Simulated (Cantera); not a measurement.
## Transport properties of process gases

Gas mixture: 100 % CH4, at 760 Torr, frozen composition.

Cantera's kinetic-theory transport with the Lennard-Jones parameters of GRI-Mech 3.0, ideal gas; thermal conductivity in the mixture-averaged form.

```
T (K)  ρ (kg/m³)  cp (J/kg/K)  μ (µPa s)  λ (mW/m/K)     Pr  D (cm²/s) H2  D (cm²/s) O  D (cm²/s) NO
-----  ---------  -----------  ---------  ----------  -----  ------------  -----------  ------------
400        0.489         2526       14.4        50.7  0.720          1.21        0.555         0.369
500        0.391         2898       17.1        68.7  0.720          1.76        0.815         0.543
600        0.326         3287       19.5        88.6  0.723          2.39         1.11         0.742
700        0.279         3656       21.7         109  0.726          3.10         1.44         0.964
800        0.244         3989       23.8         131  0.726          3.87         1.81          1.21
900        0.217         4292       25.8         152  0.727          4.70         2.20          1.47
```
D: mixture-averaged diffusion coefficient of that species in the mixture.
